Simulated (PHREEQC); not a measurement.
Dissolve 0.01 mol/kgw MgCl2, 0.00016 mol/kgw CO2 and 0.0076 mol/kgw MgSO4 at 65 °C. Closed to the air; pH follows from the charge balance.

Model: ion-association model, phreeqc.dat, run in PHREEQC.

Precipitation was switched off in this run.

Question: Predict the pH, specific conductance, ionic strength.

Answer: pH 5.10; specific conductance 5580 µS/cm; ionic strength 0.0415 mol/kgw.

Question: In which forms is Mg present?

Answer: Mg+2 73 %, MgSO4 27 % of the Mg.

Species that the database lacks are ignored. Constants without temperature data keep their 25 °C values here.
